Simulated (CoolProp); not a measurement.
A single-stage vapour-compression cycle with ammonia: evaporating at 221.15 K (dew point), condensing at 275.15 K (bubble point), superheat 10 K, subcooling 2 K, compressor efficiency 0.8, no pressure losses. Each further row changes one setting.

Model: reference Helmholtz-energy equation of state, Gao 2020, in CoolProp.

```json
[
 {"case": "as stated", "cooling COP": "2.49", "pressure ratio": "12.8", "discharge temperature (K)": "455.6", "refrigerating effect (kJ/kg)": "1210", "volumetric capacity (kJ/m³)": "392"},
 {"case": "evaporating temperature 226.15 K", "cooling COP": "[?]", "pressure ratio": "9.52", "discharge temperature (K)": "432.4", "refrigerating effect (kJ/kg)": "1220", "volumetric capacity (kJ/m³)": "[?]"},
 {"case": "condensing temperature 270.15 K", "cooling COP": "[?]", "pressure ratio": "[?]", "discharge temperature (K)": "[?]", "refrigerating effect (kJ/kg)": "1230", "volumetric capacity (kJ/m³)": "400"},
 {"case": "subcooling 7 K", "cooling COP": "2.54", "pressure ratio": "12.8", "discharge temperature (K)": "455.6", "refrigerating effect (kJ/kg)": "1230", "volumetric capacity (kJ/m³)": "400"},
 {"case": "superheat 20 K", "cooling COP": "2.43", "pressure ratio": "12.8", "discharge temperature (K)": "472.8", "refrigerating effect (kJ/kg)": "1230", "volumetric capacity (kJ/m³)": "[?]"},
 {"case": "compressor efficiency 0.7", "cooling COP": "[?]", "pressure ratio": "12.8", "discharge temperature (K)": "[?]", "refrigerating effect (kJ/kg)": "1210", "volumetric capacity (kJ/m³)": "392"}
]
```

Q: Complete the blanks.

A: 
- evaporating temperature 226.15 K, cooling COP: 2.89
- evaporating temperature 226.15 K, volumetric capacity (kJ/m³): 521
- condensing temperature 270.15 K, cooling COP: 2.81
- condensing temperature 270.15 K, pressure ratio: 10.6
- condensing temperature 270.15 K, discharge temperature (K): 435.8
- superheat 20 K, volumetric capacity (kJ/m³): 382
- compressor efficiency 0.7, cooling COP: 2.18
- compressor efficiency 0.7, discharge temperature (K): 484.0
